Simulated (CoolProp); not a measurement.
Vapour-liquid equilibrium of methane (1) + ethane (2) at 157.9 K; x and y are mole fractions of (1).

Model: multi-fluid Helmholtz-energy mixture model, Setzmann 1991 and Bücker 2006; pair parameters Kunz 2012, in CoolProp.

```
x     bubble pressure, mixture model (kPa)  bubble pressure, Raoult's law (kPa)  y, mixture model  y, Raoult's law
----  ------------------------------------  -----------------------------------  ----------------  ---------------
0.05                                 103.5                                90.46             0.826            0.808
0.2                                  342.0                                307.0             0.950            0.952
0.35                                 558.3                                523.6             0.972            0.977
0.5                                  758.2                                740.1             0.982            0.988
0.65                                 949.8                                956.7             0.988            0.993
0.8                                   1146                                 1173             0.993            0.997
0.95                                  1371                                 1390             0.998            0.999
```

The largest gap from Raoult's law is +14.4 % in bubble pressure, at x = 0.05. No azeotrope shows between x = 0.05 and 0.95.

The pair parameters rest on a limited set of measurements; away from them the model extrapolates. The gap from Raoult's law changes sign with composition, which may be real or a fault of the pair parameters; it wasn't checked against measurements.
